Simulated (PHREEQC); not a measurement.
Dissolve 0.0038 mol/kgw CuCl2, 0.035 mol/kgw HCl and 0.000225 mol/kgw FeCl3 at 67 °C. Closed to the air; pH follows from the charge balance.

Model: ion-association model, phreeqc.dat, run in PHREEQC.

Task: The ionic strength comes out as 0.0454 mol/kgw. What activity coefficients do FeCl+2, H+, Fe(OH)2+, Fe+3, CuCl+ get?

Result: FeCl+2 0.45, H+ 0.85, Fe(OH)2+ 0.82, Fe+3 0.23, CuCl+ 0.81.

Precipitation was switched off in this run. Saturation is exceeded, for instance for Hematite (slow to form), Goethite (slow to form); the values hold only as long as no solid forms. Species that the database lacks are ignored. At this temperature some constants are extrapolated from 25 °C, and those without enthalpy data are left unchanged.
